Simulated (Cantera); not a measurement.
An isothermal, constant-pressure homogeneous reactor starts with CH4 : H2 : N2 = 0.087 : 1 : 0.003 (molar parts), at 1750 K and 0.0300 bar.

Computed with Cantera and GRI-Mech 3.0 (53 species, 325 reactions). GRI-Mech 3.0 stops at C3 and has no aromatics, soot or wall deposition, so with more carbon than oxygen in the feed, carbon stays in small species such as C2H2 where larger ones or solid carbon would form. Radical loss at walls, strong at low pressure, is not modelled.

### Question
Predict: x(CH4) at 8.00 s; x(H2) at 8.00 s; x(HCN) at 8.00 s; x(C2H2) at 8.00 s; x(C2H4) at 8.00 s.

### Answer
```
Quantity                                               Value
-----------------  -----------------------------------------
x(CH4) at 8.00 s   0.000829 (gas-phase equilibrium 0.000446)
x(H2) at 8.00 s          0.959 (gas-phase equilibrium 0.959)
x(HCN) at 8.00 s     2.53e-8 (gas-phase equilibrium 0.00332)
x(C2H2) at 8.00 s      0.0365 (gas-phase equilibrium 0.0350)
x(C2H4) at 8.00 s    3.49e-5 (gas-phase equilibrium 3.34e-5)
```
